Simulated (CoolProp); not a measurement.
A single-stage vapour-compression cycle with the fluid: evaporating at 275.15 K (dew point), condensing at 317.15 K (bubble point), superheat 10 K, subcooling 8 K, compressor efficiency 0.6, no pressure losses. The same conditions are run with several fluids, on thermodynamics alone (safety and materials aside).

Computed with CoolProp (reference Helmholtz-energy equation of state of each fluid (R236FA: Pan 2012; R245fa: Akasaka 2015; chlorine: Thol 2021; R1336mzz(E): Akasaka 2023; ammonia: Gao 2020; R124: de Vries 1995)).

```csv
fluid,cooling COP,pressure ratio,discharge temperature (K),refrigerating effect (kJ/kg),volumetric capacity (kJ/m³)
R236FA,3.43,4.20,334.2,124,973
R245fa,3.53,4.89,342.3,168,567
chlorine,3.37,3.20,431.0,236,2950
R1336mzz(E),3.43,4.53,333.3,122,698
ammonia,3.35,3.75,436.9,1120,3960
R124,3.45,3.77,341.6,128,1370
```
